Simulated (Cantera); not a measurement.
Feed: 1 mol Ti(NMe₂)₄, 0.63 mol C₃H₈, equilibrated at 46.0 Pa.

Cantera equilibrium calculation (NASA polynomials, part measured and part estimated; ideal gas, pure solids and liquids). Candidate condensed phases: C, C₆H₆, C₇H₈, C₈H₁₈, Ti, TiC, TiN; 93 gas species. The feed counts by its element totals alone. TiC: taken at fixed stoichiometry. Rates play no part.

x: gas mole fraction; n: condensed amount in mol.

| T (K) | x H₂ | x N₂ | x H | x HCN | n C(graphite) | n TiC(s) |
|---|---|---|---|---|---|---|
| 1450 | 0.878 | 0.121 | 0.000413 | 0.000239 | 8.89 | 1.00 |
| 1500 | 0.878 | 0.121 | (withheld) | (withheld) | 8.88 | 1.00 |
| 1550 | 0.877 | 0.121 | (withheld) | (withheld) | 8.88 | 1.00 |
| 1600 | 0.876 | 0.121 | 0.00237 | 0.000665 | 8.88 | 1.00 |
| 1650 | 0.875 | 0.120 | 0.00396 | 0.000896 | 8.87 | 1.00 |
| 1700 | 0.872 | 0.120 | 0.00642 | 0.00119 | 8.87 | 1.00 |
| 1750 | 0.869 | 0.120 | 0.0101 | 0.00154 | 8.86 | 1.00 |
| 1800 | 0.863 | 0.119 | 0.0155 | 0.00197 | 8.85 | 1.00 |
| 1850 | 0.856 | 0.118 | 0.0232 | 0.00248 | 8.84 | 1.000 |

Problem. Complete the blanks.

Solution. 
- 1500, x H: 0.000769
- 1500, x HCN: 0.000344
- 1550, x H: 0.00138
- 1550, x HCN: 0.000484
